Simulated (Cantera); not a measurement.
Input: 1 mol SiH2Cl2, 0.79 mol N2, held at 1398.15 K and 20.0 Pa.

Cantera equilibrium calculation (NASA polynomials, part measured and part estimated; ideal gas, pure solids and liquids). Candidate condensed phases: NH4Cl, Si, Si3N4; 28 gas species. N2 is the only nitrogen source here; it is nearly inert below about 1500 K, so the nitride shown seldom forms there in practice. The tables' values for SiCl3, SiCl are old estimates; treat these amounts as uncertain. Equilibrium is a limit: real reactors are often held back by kinetics, nucleation or transport.

Base state: HCl 0.283, H2 0.254, SiCl2 0.237, N2 0.214, SiCl3 0.00948, SiCl4 0.00162, H 0.000169, Cl 0.000155 (mole fractions); condensed: Si3N4(s).

Problem. What changes in the equilibrium state with this change: N2 from 0.79 to 41 mol?

Solution. 
```tsv
species	before	after
N2	0.214	0.953
HCl	0.283	0.0227
H2	0.254	0.0121
SiCl2	0.237	0.0118
SiHCl3	0.000102	4.08e-7
SiCl4	0.00162	1.09e-5
SiCl3	0.00948	0.000173
Si3N4(s), mol	0.125	0.163
```
The tables' values for SiCl3 are old estimates; treat these amounts as uncertain.
